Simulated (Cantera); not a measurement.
A perfectly stirred reactor is fed with 22.5 % H2, 16.3 % O2, 61.2 % N2, at 8.40 bar; it is adiabatic with a 450 K inlet, and is followed from long to short residence time, starting on the burning branch (τ in s: 0.23, 0.092, 0.036, 0.014, 0.0057, 0.0023, 0.0009, 0.00036, 0.00014, 5.6e-05, 2.2e-05, 8.8e-06, 3.5e-06).

Computed with Cantera and the H2/O2 subset of GRI-Mech 3.0, which has no nitrogen chemistry. The hydrogen kinetics of GRI-Mech 3.0 are dated; newer H2 mechanisms differ, most at raised pressure.

Q: Predict: blow-out, bracketed by the residence times tried; x(H2) at τ = 0.230 s; x(O2) at τ = 0.230 s; x(H2O2) at τ = 0.230 s; x(H2O) at τ = 0.230 s; x(O) at τ = 0.230 s; x(H2) at τ = 0.900 ms; x(O2) at τ = 0.900 ms; x(H2O2) at τ = 0.900 ms; x(H2O) at τ = 0.900 ms; x(O) at τ = 0.900 ms.

A: 
```json
{
 "blow_out_bracketed_by_the_residence_times_tried": "burning at 3.50 µs, the shortest tried",
 "x(H2) at τ = 0.230 s": "0.000270",
 "x(O2) at τ = 0.230 s": "0.0564",
 "x(H2O2) at τ = 0.230 s": "4.83e-7",
 "x(H2O) at τ = 0.230 s": "0.252",
 "x(O) at τ = 0.230 s": "0.000141",
 "x(H2) at τ = 0.900 ms": "0.00102",
 "x(O2) at τ = 0.900 ms": "0.0563",
 "x(H2O2) at τ = 0.900 ms": "7.61e-7",
 "x(H2O) at τ = 0.900 ms": "0.250",
 "x(O) at τ = 0.900 ms": "0.000359"
}
```
